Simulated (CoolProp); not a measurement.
Vapour-liquid equilibrium of isobutane (1) + n-butane (2) at 236.8 K; x and y are mole fractions of (1).

Computed with CoolProp (multi-fluid Helmholtz-energy mixture model, Bücker 2006 and Bücker 2006; pair parameters Kunz 2012).

**Question.** Give the bubble pressure and the first vapour's composition at x = 0.15, 0.35, 0.65. Is there an azeotrope?

**Answer.** x = 0.15: 0.02257 MPa, y = 0.230; x = 0.35: 0.02539 MPa, y = 0.474; x = 0.65: 0.02957 MPa, y = 0.756. No azeotrope shows between x = 0.05 and 0.95.

The pair parameters rest on a limited set of measurements; away from them the model extrapolates.
